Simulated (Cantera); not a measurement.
Cantera run, input and output.

```python
import numpy as np
import cantera as ct

gas = ct.Solution("gri30.yaml")
gas.TPX = 1625, 26000, {'CH3OH': 1, 'O2': 3.95, 'N2': 14.8}
reactor = ct.IdealGasConstPressureReactor(gas, energy="on", clone=False)
net = ct.ReactorNet([reactor])
net.rtol, net.atol = 1e-08, 1e-16
show = ['CH3OH', 'O2', 'N2O', 'NO', 'CH3', 'H2']
times = np.geomspace(5e-06, 0.3, 15)

steps = ct.SolutionArray(gas, extra=["t"])
rows = []
print(f"{'t/s':>10s}{'T/K':>9s}{'P/Pa':>11s}" + "".join(f"{s:>11s}" for s in show))
for t in times:
    while net.time < t:
        t_next = net.step()
        steps.append(gas.state, t=t_next)
    rows.append([np.interp(t, steps.t, y) for y in (steps.T, steps.P, *steps(*show).X.T)])
    print(f"{t:10.3e}{rows[-1][0]:9.1f}{rows[-1][1]:11.4g}" + "".join(f"{x:11.3e}" for x in rows[-1][2:]))
rate = np.gradient(steps.T, steps.t)
print("integrator steps:", len(steps.t))
if steps.T.max() > steps.T[0] + 200:
    print(f"time of steepest temperature rise: {steps.t[rate.argmax()]:.4e} s")
gas.TPX = 1625, 26000, {'CH3OH': 1, 'O2': 3.95, 'N2': 14.8}
gas.equilibrate("HP")
print(f"equilibrium (HP): T = {gas.T:.1f} K  " + "  ".join(f"{s} {gas[s].X[0]:.3e}" for s in show))
```

Output:

```
       t/s      T/K       P/Pa      CH3OH         O2        N2O         NO        CH3         H2
 5.000e-06   1625.0    2.6e+04  5.059e-02  2.000e-01  1.035e-11  5.874e-14  7.367e-06  9.708e-06
 1.097e-05   1624.9    2.6e+04  5.054e-02  1.999e-01  6.745e-11  1.997e-13  1.534e-05  2.619e-05
 2.407e-05   1624.9    2.6e+04  5.040e-02  1.998e-01  3.836e-10  5.495e-13  2.924e-05  6.660e-05
 5.283e-05   1625.1    2.6e+04  5.002e-02  1.995e-01  2.081e-09  1.584e-12  4.204e-05  1.889e-04
 1.159e-04   1627.2    2.6e+04  4.837e-02  1.985e-01  1.136e-08  6.247e-12  2.804e-05  7.383e-04
 2.544e-04   1660.0    2.6e+04  3.690e-02  1.909e-01  6.702e-08  5.964e-11  1.485e-05  4.830e-03
 5.581e-04   2027.0    2.6e+04  2.534e-19  1.179e-01  8.831e-08  4.358e-06  9.318e-18  5.551e-03
 1.225e-03   2154.3    2.6e+04  9.528e-20  1.160e-01  1.090e-07  5.565e-05  2.918e-18  4.486e-03
 2.687e-03   2272.2    2.6e+04  3.170e-20  1.171e-01  1.724e-07  2.127e-04  1.182e-18  2.794e-03
 5.897e-03   2344.5    2.6e+04  1.513e-20  1.177e-01  2.604e-07  5.837e-04  6.582e-19  1.714e-03
 1.294e-02   2357.5    2.6e+04  1.368e-20  1.175e-01  2.842e-07  1.323e-03  5.741e-19  1.502e-03
 2.839e-02   2355.5    2.6e+04  1.339e-20  1.168e-01  2.861e-07  2.812e-03  5.564e-19  1.487e-03
 6.231e-02   2351.7    2.6e+04  1.290e-20  1.155e-01  2.925e-07  5.510e-03  5.270e-19  1.465e-03
 1.367e-01   2346.4    2.6e+04  1.227e-20  1.138e-01  3.074e-07  9.109e-03  4.895e-19  1.436e-03
 3.000e-01   2342.9    2.6e+04  1.186e-20  1.126e-01  3.213e-07  1.154e-02  4.653e-19  1.416e-03
integrator steps: 1682
time of steepest temperature rise: 4.3781e-04 s
equilibrium (HP): T = 2342.2 K  CH3OH 1.206e-20  O2 1.124e-01  N2O 3.242e-07  NO 1.200e-02  CH3 7.000e-19  H2 1.413e-03
```

Model: GRI-Mech 3.0 (53 species, 325 reactions), integrated in Cantera. GRI-Mech 3.0 was tuned for natural gas; its chemistry of methanol as a main component is partial and can be far from experiment.
